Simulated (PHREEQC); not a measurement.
Dissolve 0.19 mol H2SO4, 0.0081 mol NaCl and 0.095 mol KCl per kg of water at 20 °C. It is in equilibrium with CO2 at log p = 0 (atm). Otherwise closed; pH follows from the charge balance.

Computed with PHREEQC (ion-association model, wateq4f.dat).

| quantity | before | after |
|---|---|---|
| pH | 0.76 | 0.76 |
| ionic strength (mol/kgw) | 0.353 | 0.255 |
| HSO4- (mol/kgw) | 0.156 | 0.161 |
| SO4-2 (mol/kgw) | 0.0298 | 0.0283 |
| Na+ (mol/kgw) | 0.00783 | 0.00781 |
| NaSO4- (mol/kgw) | 0.000272 | 0.000290 |
| SI of Halite (NaCl) | -4.98 | -6.06 |
| SI of Mirabilite (Na2SO4:10H2O) | -5.34 | -5.28 |

Q: Which change was made?
A) diluted 2-fold with water
B) temperature from 20 to 45 °C
C) KCl left out
D) H2SO4 from 0.19 to 0.171 mol/kgw

A: C, KCl left out

This is a speciation only: nothing precipitates in the calculation.
